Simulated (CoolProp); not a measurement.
Properties of octamethylcyclotetrasiloxane (D4) along the isobar 1.81 MPa.

Computed with CoolProp (reference Helmholtz-energy equation of state, Thol 2015).

| T (K) | phase | density (kg/m³) | cp (kJ/(kg K)) | isothermal compressibility (1/MPa) | fugacity coefficient |
|---|---|---|---|---|---|
| 320.2 | liquid | 928.5 | 1.706 | 0.001768 | 0.0004118 |
| 343.2 | liquid | 902.3 | 1.750 | 0.002149 | 0.001491 |
| 366.3 | liquid | 875.7 | 1.797 | 0.002640 | 0.004379 |
| 389.4 | liquid | 848.4 | 1.847 | 0.003282 | 0.01082 |
| 412.5 | liquid | 820.5 | 1.900 | 0.004140 | 0.02327 |
| 435.6 | liquid | 791.4 | 1.953 | 0.005321 | 0.04458 |
| 458.7 | liquid | 761.0 | 2.009 | 0.007007 | 0.07768 |
| 481.8 | liquid | 728.6 | 2.066 | 0.009539 | 0.1249 |
| 504.9 | liquid | 693.4 | 2.128 | 0.01362 | 0.1877 |
| 528 | liquid | 653.9 | 2.197 | 0.02095 | 0.2661 |
| 551.1 | liquid | 607.2 | 2.286 | 0.03664 | 0.3583 |
| 574.2 | liquid | 545.4 | 2.439 | 0.08456 | 0.4602 |
